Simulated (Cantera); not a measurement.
A closed system holds: 1 mol H2S, 2.3 mol H2O, 0.0058 mol SO2, at 0.750 Torr.

Cantera equilibrium calculation (NASA polynomials, part measured and part estimated; ideal gas, pure solids and liquids). Candidate condensed phases: H2O, H2SO4, S; 19 gas species. Kinetics and transport are ignored.

Question: At 1927 °C, list the 7 most abundant gas species with their mole fractions, and the condensed phases.

Answer: H2 0.413, H2O 0.248, H 0.114, SO 0.0895, SO2 0.0794, S 0.0296, OH 0.00958. Condensed: gas only.
